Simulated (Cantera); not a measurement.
Charge: 1 mol SiHCl3, 0.27 mol C2H4, 72 mol H2, 0.11 mol C3H8, equilibrated at 1400 K and 1700 Pa.

Equilibrium computed with Cantera from the NASA thermochemical tables; the gas is ideal and each condensed phase is pure. Candidate condensed phases: C, C6H6, C7H8, C8H18, Si, SiC; 109 gas species. The tables' values for SiCl3 are old estimates; treat these amounts as uncertain. Rates play no part.

Base state: H2 0.962, HCl 0.0365, SiCl2 0.00168, SiCl3 4.05e-5, H 3.66e-5 (mole fractions); condensed: SiC(s).

Q: What changes in the equilibrium state with this change: C3H8 from 0.11 to 0.36 mol?

A: 
| species | before | after |
|---|---|---|
| H2 | 0.962 | 0.960 |
| HCl | 0.0365 | 0.0394 |
| CH4 | 7.92e-7 | 6.77e-5 |
| SiCl2 | 0.00168 | 2.29e-5 |
| SiCl3 | 4.05e-5 | 5.98e-7 |
| H | 3.66e-5 | 3.66e-5 |
| SiC(s), mol | 0.870 | 0.998 |
| C(graphite), mol | 0 | 0.616 |

Q: What changes in the equilibrium state with this change: temperature from 1400 K to 2448.15 K?

A: 
```json
[
 {"species": "H2", "before": "0.962", "after": "0.810"},
 {"species": "H", "before": "3.66e-5", "after": "0.138"},
 {"species": "HCl", "before": "0.0365", "after": "0.0324"},
 {"species": "Si", "before": "1.99e-8", "after": "0.00983"},
 {"species": "C2H2 (acetylene)", "before": "<1e-9", "after": "0.00391"},
 {"species": "SiC2", "before": "<1e-9", "after": "0.00122"},
 {"species": "Si2C", "before": "<1e-9", "after": "0.000227"},
 {"species": "C2H", "before": "<1e-9", "after": "4.26e-5"},
 {"species": "SiH", "before": "1.27e-8", "after": "0.000330"},
 {"species": "SiC(s), mol", "before": "0.870", "after": "0"}
]
```
The tables' values for SiCl are old estimates; treat these amounts as uncertain. Gases not in the tables: Si2H6 and higher silanes.
